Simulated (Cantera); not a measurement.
Feed: 1 mol SiHCl3, 0.048 mol HCl, 14 mol H2, held at 1.00 bar.

Method: chemical equilibrium by Gibbs-energy minimisation in Cantera with the NASA 1993 tables (ideal gas, pure condensed phases). Candidate condensed phases: Si; 19 gas species. The tables' values for SiCl3, SiCl are old estimates; treat these amounts as uncertain. Gases not in the tables: Si2H6 and higher silanes. The numbers say what is thermodynamically allowed, not how fast it happens. All values below are at 1477 °C.

Base state: H2 0.856, HCl 0.100, SiCl2 0.0391, SiCl3 0.00269, SiHCl3 0.000619, SiCl4 0.000328, H 0.000215, SiH2Cl2 0.000208 (mole fractions); condensed: Si(l).

Question: What changes in the equilibrium state with this change: 0.24 mol NH3 added?

Answer: 
| species | before | after |
|---|---|---|
| H2 | 0.856 | 0.856 |
| HCl | 0.100 | 0.0987 |
| SiCl2 | 0.0391 | 0.0378 |
| N2 | 0 | 0.00380 |
| SiCl4 | 0.000328 | 0.000307 |
| SiHCl3 | 0.000619 | 0.000588 |
| SiCl3 | 0.00269 | 0.00256 |
| SiH2Cl2 | 0.000208 | 0.000200 |
| Si(l), mol | 0.311 | 0.231 |
| Si3N4(s), mol | 0 | 0.0288 |
Mutual solubility and eutectic melting of coexisting phases are not modelled. Further candidate phases: NH4Cl, Si3N4.
